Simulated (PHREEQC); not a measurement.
Solution (25 °C): 0.0044 mol NaHCO3, 0.093 mol Na2CO3, 0.99 mol NaCl and 0.039 mol KCl per kg of water. Closed to the air; pH follows from the charge balance.

Equilibrium calculation in PHREEQC: ion-association model, wateq4f.dat.

```yaml
pH: 10.43
ionic_strength: 1.16 mol/kgw
activity_of_water: 0.961
total_alkalinity: 190 meq/kg
```

| species | molality | activity | log γ |
|---|---|---|---|
| Na+ | 1.10 | 0.800 | -0.140 |
| Cl- | 1.03 | 0.609 | -0.228 |
| NaCO3- | 0.0742 | 0.0480 | -0.189 |
| K+ | 0.0390 | 0.0231 | -0.228 |
| CO3-2 | 0.0184 | 0.00322 | -0.755 |
| HCO3- | 0.00397 | 0.00257 | -0.189 |
| NaHCO3 | 0.000884 | 0.00116 | 0.116 |
| OH- | 0.000453 | 0.000258 | -0.246 |
| CO2 | 1.72e-7 | 2.25e-7 | 0.116 |

This is a speciation only: nothing precipitates in the calculation. Ionic strength above about 0.7 mol/kgw puts this run outside the model's range. Species that the database lacks are ignored.
